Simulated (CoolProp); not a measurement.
Vapour-liquid equilibrium of R143a (1) + n-butane (2) at 0.304 MPa; x and y are mole fractions of (1).

Computed with CoolProp (multi-fluid Helmholtz-energy mixture model, Lemmon and Jacobsen 2000 and Bücker 2006; pair parameters Bell 2016).

```tsv
x	bubble temperature, mixture model (K)	bubble temperature, Raoult's law (K)	y, mixture model	y, Raoult's law
0.05	287.9	299.2	0.427	0.213
0.15	270.4	289.2	0.708	0.490
0.25	263.5	281.5	0.789	0.655
0.35	260.3	275.2	0.823	0.761
0.45	258.6	270.1	0.843	0.834
0.55	257.3	265.8	0.858	0.885
0.65	256.2	262.1	0.875	0.923
0.75	255.0	258.8	0.896	0.952
0.85	253.8	255.9	0.925	0.975
0.95	252.7	253.3	0.969	0.992
```

The largest gap from Raoult's law is -18.8 K in bubble temperature, at x = 0.15. No azeotrope shows between x = 0.05 and 0.95.

Pair parameters are fitted to limited data, so mixtures are less certain than the pure fluids. With so large a gap from Raoult's law the liquid may split in two, which this calculation doesn't test in full.
